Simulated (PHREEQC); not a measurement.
0.1 g of hydrous ferric oxide (600 m²/g; 0.2 weak and 0.005 strong sites per Fe, Dzombak-Morel constants, diffuse double layer) in 1 kg of water with 0.001 mol/kgw of an inert sodium salt and 1.7e-05 mol CuSO4 and 0.00023 mol ZnCl2, at 25 °C; the pH is set by adding NaOH or the inert anion's acid. Oxygen alone is held at its pressure in air (log pO2 = -0.68). CO2 from the air is kept out. Precipitation was switched off in this run.

Computed with PHREEQC (ion-association model, wateq4f.dat).

| pH | S sorbed (%) | Cu sorbed (%) | Zn sorbed (%) | surface charge σ (C/m²) |
|---|---|---|---|---|
| 4 | 100.0 | 1.0 | 0.0 | 0.115 |
| 4.5 | 99.9 | (withheld) | 0.1 | 0.077 |
| 5.5 | 96.5 | 56.8 | 0.8 | 0.033 |
| 6 | 85.0 | 87.1 | 2.8 | (withheld) |
| 6.5 | 62.6 | (withheld) | 9.2 | 0.016 |
| 7.5 | (withheld) | 90.9 | 32.8 | 0.013 |
| 8 | 10.7 | (withheld) | 41.4 | 0.012 |
| 8.5 | 2.8 | (withheld) | 46.2 | 0.010 |
| 9.5 | 0.0 | 17.3 | 47.0 | 0.003 |
| 10 | 0.0 | 17.0 | 46.6 | 0.000 |
| 10.5 | 0.0 | 17.5 | (withheld) | (withheld) |
| 11.5 | 0.0 | 25.2 | 41.7 | -0.026 |
| 12 | 0.0 | 34.1 | 32.2 | -0.084 |

Some entries are withheld; supply them.


- 4.5, Cu sorbed (%): 6.6
- 6, surface charge σ (C/m²): 0.022
- 6.5, Cu sorbed (%): 96.4
- 7.5, S sorbed (%): 25.7
- 8, Cu sorbed (%): 64.1
- 8.5, Cu sorbed (%): 30.1
- 10.5, Zn sorbed (%): 46.1
- 10.5, surface charge σ (C/m²): -0.003

Along this series the solution becomes supersaturated in solids that the run did not let form, among them Cu(OH)2, Zn(OH)2-e, Zn4(OH)6SO4, Zn5(OH)8Cl2. The database's constant for dissolved Cu(OH)2 is higher than later reviews accept.
